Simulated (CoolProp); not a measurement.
Saturation properties of CHF3 (R23) (Tc = 26.1 °C, pc = 4.832 MPa, ω = 0.263).

Values from CoolProp's reference Helmholtz-energy equation of state, Penoncello 2003.

```json
[
 {"T (°C)": "-66.45", "p (MPa)": "0.2308", "enthalpy of vaporisation (kJ/kg)": "226.0", "liquid conductivity (mW/(m K))": "122"},
 {"T (°C)": "-57.65", "p (MPa)": "0.3463", "enthalpy of vaporisation (kJ/kg)": "[?]", "liquid conductivity (mW/(m K))": "116"},
 {"T (°C)": "-48.95", "p (MPa)": "[?]", "enthalpy of vaporisation (kJ/kg)": "208.9", "liquid conductivity (mW/(m K))": "110"},
 {"T (°C)": "-40.15", "p (MPa)": "0.7026", "enthalpy of vaporisation (kJ/kg)": "199.2", "liquid conductivity (mW/(m K))": "104"},
 {"T (°C)": "-31.35", "p (MPa)": "0.9620", "enthalpy of vaporisation (kJ/kg)": "188.5", "liquid conductivity (mW/(m K))": "98.9"},
 {"T (°C)": "-22.55", "p (MPa)": "[?]", "enthalpy of vaporisation (kJ/kg)": "176.6", "liquid conductivity (mW/(m K))": "93.4"},
 {"T (°C)": "-13.75", "p (MPa)": "1.689", "enthalpy of vaporisation (kJ/kg)": "163.2", "liquid conductivity (mW/(m K))": "87.8"},
 {"T (°C)": "-4.95", "p (MPa)": "[?]", "enthalpy of vaporisation (kJ/kg)": "[?]", "liquid conductivity (mW/(m K))": "[?]"},
 {"T (°C)": "3.85", "p (MPa)": "[?]", "enthalpy of vaporisation (kJ/kg)": "129.0", "liquid conductivity (mW/(m K))": "75.7"},
 {"T (°C)": "12.65", "p (MPa)": "3.469", "enthalpy of vaporisation (kJ/kg)": "105.2", "liquid conductivity (mW/(m K))": "68.3"},
 {"T (°C)": "21.45", "p (MPa)": "[?]", "enthalpy of vaporisation (kJ/kg)": "69.06", "liquid conductivity (mW/(m K))": "58.1"}
]
```

Fill in the missing entries.


- -57.65, enthalpy of vaporisation (kJ/kg): 217.7
- -48.95, p (MPa): 0.4998
- -22.55, p (MPa): 1.287
- -4.95, p (MPa): 2.177
- -4.95, enthalpy of vaporisation (kJ/kg): 147.7
- -4.95, liquid conductivity (mW/(m K)): 82.0
- 3.85, p (MPa): 2.765
- 21.45, p (MPa): 4.311

It boils at -82.0 °C under 1 atm.

Thermal conductivity comes from a separate model (Shan 2000).
